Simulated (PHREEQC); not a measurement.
1 kg of water holding 0.035 mol KCl, 0.0033 mol NaCl and 0.25 mol Na2CO3 is evaporated at 20 °C; the solids stay in contact with the brine. CO2 is held at log p = -3.4 (atm). The run lets Halite, Kalicinite, Nahcolite, Natron, Sylvite, Trona precipitate or redissolve, and no other solid.

All values are PHREEQC results (Pitzer model, pitzer.dat), not measurements.

```
water left (kg)  ionic strength  water activity  Trona (mol)  Sylvite (mol)
---------------  --------------  --------------  -----------  -------------
0.9991                    0.735           0.988            0              0
0.8211                    0.900           0.985            0              0
0.6748                     1.10           0.982            0              0
0.5545                     1.35           0.979            0              0
0.4557                     1.65           0.975            0              0
0.3745                     2.01           0.970            0              0
0.3077                     2.46           0.965            0              0
0.2529                     3.00               ?            0              0
0.2078                     3.67           0.950            0              0
0.1708                     4.47           0.939            0              0
0.1403                     5.45               ?            0              0
0.1153                     6.65           0.909            0              0
0.0947                     8.10           0.887            0              0
0.07729                    9.28           0.865       0.0113              0
0.06197                    9.25           0.862            ?              0
0.04939                    9.21               ?       0.0713              0
0.03904                    9.18               ?       0.0935              0
0.03056                    9.14           0.842        0.112              0
0.02359                    9.12           0.830        0.126              0
0.01786                    9.14               ?        0.138              0
0.01316                    9.25           0.792        0.148              0
0.009351                   9.45           0.766        0.155        0.00281
```

Problem. What belongs in the gaps?

Solution. 
- 0.2529, water activity: 0.958
- 0.1403, water activity: 0.926
- 0.06197, Trona (mol): 0.0443
- 0.04939, water activity: 0.857
- 0.03904, water activity: 0.850
- 0.01786, water activity: 0.814
